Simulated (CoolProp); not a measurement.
A Linde-Hampson liquefier for ethylene: isothermal reversible compression at 290 K from 1 atm to 10 MPa, throttling to 1 atm, return gas leaving the recuperator 2 K below the feed. Each further row changes one setting.

Values from CoolProp's reference Helmholtz-energy equation of state, Smukala 2000.

```
case                        liquid yield per pass  compression work (kJ/kg of gas)
--------------------------  ---------------------  -------------------------------
as stated                                     ___                              325
high pressure 20 MPa                          ___                              ___
warm-end temperature 320 K                    ___                              ___
warm-end gap 7 K                              ___                              325
```

Task: Fill in the missing entries.

Result: 
- as stated, liquid yield per pass: 0.479
- high pressure 20 MPa, liquid yield per pass: 0.506
- high pressure 20 MPa, compression work (kJ/kg of gas): 350
- warm-end temperature 320 K, liquid yield per pass: 0.317
- warm-end temperature 320 K, compression work (kJ/kg of gas): 386
- warm-end gap 7 K, liquid yield per pass: 0.473
